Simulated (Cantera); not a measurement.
**Ignition delay**

Mixture: CO : H2 : O2 : N2 = 1 : 0.48 : 0.569 : 2.14 (molar parts), equivalence ratio 1.3, at 1.10 bar, adiabatic and at constant volume. Ignition delay is the time to a rise of 400 K.

Model: GRI-Mech 3.0 (53 species, 325 reactions), integrated in Cantera. Where the delays flatten at high temperature, the 400 K rule measures the pace of heat release, not the induction time.

```csv
T0 (K),delay (ms)
1048,0.171
1148,0.0748
1248,0.0448
1348,0.0314
1448,0.0244
1548,0.0208
1648,0.0191
1748,0.0188
1848,0.0196
1948,0.0214
```
